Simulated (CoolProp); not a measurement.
The fluid at 246.42 K and 0.742 MPa flows at 1.1 m/s in a round tube of 10 mm bore and 0.25 µm roughness, fully developed (64/Re and Nu = 3.66 if laminar; Colebrook and Gnielinski if turbulent). The same conditions are run with several fluids, on thermodynamics alone (safety and materials aside).

Model: reference Helmholtz-energy equation of state of each fluid (ethylbenzene: Zhou 2012; R125: Lemmon 2005; R134a: Tillner-Roth 1994; R227EA: Lemmon 2016; n-pentane: Thol 2019), in CoolProp.

```
fluid         Reynolds number  Darcy friction factor  pressure drop (Pa/m)  heat-transfer coefficient (W/(m² K))  mass flow (kg/h)
------------  ---------------  ---------------------  --------------------  ------------------------------------  ----------------
ethylbenzene             7920                 0.0329                  1810                                  1150               282
R125                    52600                 0.0208                  1800                                  2270               446
R134a                   39400                 0.0221                  1850                                  2370               429
R227EA                  35800                 0.0226                  2160                                  1810               492
n-pentane               24200                 0.0248                  1010                                  1990               209
```

Transport values come from each fluid's own correlations; those of ethylbenzene, R134a, R227EA, n-pentane are estimates that may be off by 10 % or more.
